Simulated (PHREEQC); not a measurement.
## Silver or lead bath (model solution)

Solution (10 °C): 0.22 mol AgF and 0.21 mol HNO3 per kg of water. Closed to the air; pH follows from the charge balance.

All values are PHREEQC results (ion-association model, wateq4f.dat), not measurements.

```
Quantity                  Result
-----------------  -------------
pH                          2.01
ionic strength     0.218 mol/kgw
activity of water          0.990
total alkalinity     -210 meq/kg
```

```tsv
species	molality	activity	log γ
Ag+	0.206	0.154	-0.126
NO3-	0.200	0.138	-0.159
HF	0.100	0.105	0.022
H2F2	0.0465	0.0488	0.022
F-	0.0134	0.00944	-0.152
H+	0.0121	0.00968	-0.098
AgNO3	0.0104	0.0109	0.022
HF2-	0.00468	0.00330	-0.152
AgF	0.00407	0.00428	0.022
```

This is a speciation only: nothing precipitates in the calculation. wateq4f.dat counts part of the HF as a dimer, H2F2, which phreeqc.dat doesn't know; its constant is uncertain. Away from 25 °C the constants follow the database's enthalpies or fits; those with neither stay at their 25 °C values.
